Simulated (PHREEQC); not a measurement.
Dissolve 0.02 mol Na2CO3 per kg of water at 25 °C. Closed to the air; pH follows from the charge balance.

All values are PHREEQC results (ion-association model, phreeqc.dat), not measurements.

No solid was allowed to form.

Q: Predict the pH.

A: pH 11.07.

Q: In which forms is Na present?

A: Na+ 89 %, NaCO3- 11 % of the Na.

Species that the database lacks are ignored.
